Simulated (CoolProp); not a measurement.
A Linde-Hampson liquefier for oxygen: isothermal reversible compression at 280 K from 1 atm to 20 MPa, throttling to 1 atm, return gas leaving the recuperator 0 K below the feed. Each further row changes one setting.

Values from CoolProp's reference Helmholtz-energy equation of state, Schmidt 1985.

```csv
case,liquid yield per pass,compression work (kJ/kg of gas)
as stated,___,375
high pressure 40 MPa,___,___
warm-end temperature 310 K,___,___
warm-end gap 5 K,___,375
```

Problem. Complete the blanks.

Solution. 
- as stated, liquid yield per pass: 0.128
- high pressure 40 MPa, liquid yield per pass: 0.185
- high pressure 40 MPa, compression work (kJ/kg of gas): 423
- warm-end temperature 310 K, liquid yield per pass: 0.096
- warm-end temperature 310 K, compression work (kJ/kg of gas): 420
- warm-end gap 5 K, liquid yield per pass: 0.118

Above 300 K oxygen's equation is extrapolated.
